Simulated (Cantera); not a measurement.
Input (Python, Cantera) and output of one run.

```python
import numpy as np
import cantera as ct

gas_names = [...]  # 129 gases of nasa_gas.yaml made of C, Ca, H, O, S
cond_names = """
    C(gr) C6H6(L) C7H8(L) C8H18(L),n-octa Ca(a) Ca(b) Ca(L) CaCO3(caL) CaO(s) CaO(L) CaO2H2(s) CaS(s)
    CaSO4(s) H2O(s) H2O(L) H2SO4(L) S(cr1) S(cr2) S(L)
""".split()


# ... load() reads the species with a 1 bar reference pressure and builds the phases ...
atoms = {
    'CaCO3': {'Ca': 1, 'C': 1, 'O': 3},
    'H2S': {'H': 2, 'S': 1},
    'H2O': {'H': 2, 'O': 1},
}
top_T = {'C(gr)': 4500, 'CaS(s)': 2750, 'CaSO4(s)': 1730}  # K; cautious upper limits of use, not melting points


# ... equilibrate(T, P, feed) seeds the gas with the atoms and calls Mixture.equilibrate('TP', solver="vcs", rtol=1e-11, max_steps=5000) ...
results = []
feed = {'CaCO3': 1, 'H2S': 0.95, 'H2O': 2.5}  # mol
P = 101325  # Pa
for T in [1223, 1323, 1423, 1523, 1623, 1723, 1823, 1923]:
    mix = equilibrate(T, P, feed)
    results.append((T, P, feed, dict(zip(mix.species_names, mix.species_moles))))
    x = sorted(zip(gas.X, gas.species_names), reverse=True)
    print(f"T = {T:g} K  P = {P:g} Pa  gas = {mix.phase_moles(0):.4g} mol")
    print("   x: " + "  ".join(f"{s} {v:.3e}" for v, s in x if v > 1e-06))
    print("   condensed (mol): " + ("  ".join(f"{mix.phase(i).name} {mix.phase_moles(i):.4g}"
          for i in range(1, mix.n_phases) if mix.phase_moles(i) > 1e-12) or "none"))
```

Result:

```
T = 1223 K  P = 101325 Pa  gas = 4.476 mol
   x: H2O 7.570e-01  CO2 2.184e-01  H2 1.200e-02  SO2 5.633e-03  CO 5.055e-03  H2S 1.847e-03  S2 6.612e-05  COS 2.484e-05  SO 6.395e-06  SH 3.742e-06  S2O 2.958e-06
   condensed (mol): CaO(s) 0.08425  CaS(s) 0.9157
T = 1323 K  P = 101325 Pa  gas = 4.496 mol
   x: H2O 7.445e-01  CO2 2.118e-01  H2 1.996e-02  CO 1.054e-02  SO2 9.988e-03  H2S 2.872e-03  S2 2.217e-04  COS 4.901e-05  SO 2.842e-05  SH 1.536e-05  S2O 9.486e-06
   condensed (mol): CaO(s) 0.1103  CaS(s) 0.8897
T = 1423 K  P = 101325 Pa  gas = 4.527 mol
   x: H2O 7.271e-01  CO2 2.015e-01  H2 3.081e-02  CO 1.935e-02  SO2 1.620e-02  H2S 4.170e-03  S2 6.237e-04  SO 1.018e-04  COS 8.590e-05  SH 5.146e-05  S2O 2.561e-05  H 1.158e-06
   condensed (mol): CaO(s) 0.1492  CaS(s) 0.8508
T = 1523 K  P = 101325 Pa  gas = 4.57 mol
   x: H2O 7.044e-01  CO2 1.868e-01  H2 4.479e-02  CO 3.188e-02  SO2 2.426e-02  H2S 5.714e-03  S2 1.516e-03  SO 3.049e-04  SH 1.460e-04  COS 1.356e-04  S2O 5.970e-05  H 4.859e-06  OH 2.355e-06  S 2.047e-06
   condensed (mol): CaO(s) 0.2041  CaS(s) 0.7959
T = 1623 K  P = 101325 Pa  gas = 4.626 mol
   x: H2O 6.761e-01  CO2 1.682e-01  H2 6.198e-02  CO 4.780e-02  SO2 3.372e-02  H2S 7.450e-03  S2 3.251e-03  SO 7.846e-04  SH 3.609e-04  COS 1.949e-04  S2O 1.224e-04  H 1.709e-05  S 8.627e-06  OH 7.808e-06  CaO2H2 1.812e-06
   condensed (mol): CaO(s) 0.2779  CaS(s) 0.7221
T = 1723 K  P = 101325 Pa  gas = 4.696 mol
   x: H2O 6.425e-01  CO2 1.467e-01  H2 8.236e-02  CO 6.601e-02  SO2 4.374e-02  H2S 9.296e-03  S2 6.253e-03  SO 1.772e-03  SH 7.936e-04  COS 2.573e-04  S2O 2.237e-04  H 5.199e-05  S 3.048e-05  OH 2.223e-05  CaO2H2 5.304e-06
   condensed (mol): CaO(s) 0.3733  CaS(s) 0.6267
T = 1823 K  P = 101325 Pa  gas = 4.78 mol
   x: H2O 6.040e-01  CO2 1.240e-01  H2 1.057e-01  CO 8.488e-02  SO2 5.321e-02  H2S 1.115e-02  S2 1.094e-02  SO 3.574e-03  SH 1.579e-03  S2O 3.693e-04  COS 3.148e-04  H 1.399e-04  S 9.271e-05  OH 5.564e-05  CaO2H2 1.353e-05
   condensed (mol): CaO(s) 0.4923  CaS(s) 0.5077
T = 1923 K  P = 101325 Pa  gas = 4.877 mol
   x: H2O 5.611e-01  H2 1.317e-01  CO 1.028e-01  CO2 1.019e-01  SO2 6.097e-02  S2 1.760e-02  H2S 1.291e-02  SO 6.527e-03  SH 2.880e-03  S2O 5.565e-04  COS 3.606e-04  H 3.396e-04  S 2.481e-04  OH 1.246e-04  CaO2H2 3.068e-05
   condensed (mol): CaO(s) 0.6361  CaS(s) 0.3637
```

Cantera equilibrium calculation (NASA polynomials, part measured and part estimated; ideal gas, pure solids and liquids). Mutual solubility and eutectic melting of coexisting phases are not modelled. Gases not in the tables: S3 to S7.
